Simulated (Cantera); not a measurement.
**trisilylamine + NH3 (silicon nitride deposition)**

A closed system holds: 1 mol trisilylamine, 0.26 mol NH3, at 1.33 mbar.

Equilibrium computed with Cantera from the NASA thermochemical tables; the gas is ideal and each condensed phase is pure. Candidate condensed phases: Si, Si3N4; 18 gas species. The feed counts by its element totals alone. Mutual solubility and eutectic melting of coexisting phases are not modelled. The tables' values for SiN are old estimates; treat these amounts as uncertain. Gases not in the tables: Si2H6 and higher silanes. Rates play no part.

From 1223 K to 1523 K the condensed part is Si(s) + Si3N4(s). From 1598 K to 1673 K the condensed part is Si(s). From 1748 K to 1898 K the condensed part is Si(l). The main Si-bearing gas is SiH2 at 1223 K and Si at 1898 K.

```csv
T (K),log p H2,log p N2,log p H,log p Si,n Si(s),n Si3N4(s),n Si(l)
1223,-2.88,-7.24,-7.96,-11.49,2.06,0.315,0
1298,-2.88,-6.33,-7.41,-10.39,2.06,0.314,0
1373,-2.88,-5.51,-6.92,-9.41,2.07,0.309,0
1448,-2.88,-4.79,-6.48,-8.53,2.15,0.285,0
1523,-2.90,-4.13,-6.09,-7.74,2.49,0.171,0
1598,-2.93,-3.82,-5.74,-7.03,3.00,0,0
1673,-2.93,-3.82,-5.41,-6.38,3.00,0,0
1748,-2.93,-3.82,-5.11,-5.84,0,0,2.99
1823,-2.93,-3.82,-4.83,-5.35,0,0,2.98
1898,-2.94,-3.83,-4.58,-4.91,0,0,2.94
```
log p: log10 of the partial pressure in bar; n: condensed amount in mol.
